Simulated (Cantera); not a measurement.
**Stirred combustor or abatement burner**

A perfectly stirred reactor is fed with H₂ : O₂ : N₂ : H₂O = 1 : 0.455 : 1.71 : 0.2 (molar parts), at 1.00 bar; it is adiabatic with a 350 K inlet, and is followed from long to short residence time, starting on the burning branch (τ in s: 0.024, 0.014, 0.0076, 0.0042, 0.0024, 0.0013, 0.00073, 0.00041, 0.00023, 0.00013, 7.1e-05).

Model: the H2/O2 subset of GRI-Mech 3.0, which has no nitrogen chemistry, integrated in Cantera.

```tsv
τ (s)	T (K)	x H₂	x O₂	x H₂O	x H	x OH	x H₂O₂
0.024	2271	0.0355	0.00170	0.370	0.00340	0.00548	9.32e-8
0.014	2254	0.0367	0.00222	0.367	0.00413	0.00625	1.14e-7
0.0076	2228	0.0384	0.00304	0.364	0.00529	0.00729	1.45e-7
0.0042	2194	0.0406	0.00412	0.359	0.00689	0.00845	1.84e-7
0.0024	2154	0.0430	0.00543	0.353	0.00897	0.00960	2.30e-7
0.0013	2098	0.0461	0.00722	0.346	0.0121	0.0108	3.00e-7
0.00073	2034	0.0493	0.00924	0.338	0.0160	0.0118	3.98e-7
0.00041	1958	0.0526	0.0116	0.330	0.0211	0.0124	5.49e-7
0.00023	1871	0.0557	0.0143	0.320	0.0274	0.0125	8.02e-7
0.00013	1775	0.0588	0.0173	0.311	0.0348	0.0121	1.23e-6
7.1e-5	1664	0.0625	0.0213	0.300	0.0434	0.0109	2.02e-6
```
x: mole fraction; the columns are a selection and need not sum to one.
